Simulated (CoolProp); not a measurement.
Values from CoolProp's reference Helmholtz-energy equation of state, Lemmon 2013.

Task: For propylene, give the phase and the cp (kJ/(kg K)), cv (kJ/(kg K)), speed of sound (m/s), conductivity (mW/(m K)) at -18.95 °C and 0.0189 MPa.

Result: 
- -18.95 °C and 0.0189 MPa: gas; cp 1.38, cv 1.18, speed of sound 241, conductivity 13.0

Thermal conductivity comes from a separate model (Huber 2003), an estimate that may be off by 10 % or more.
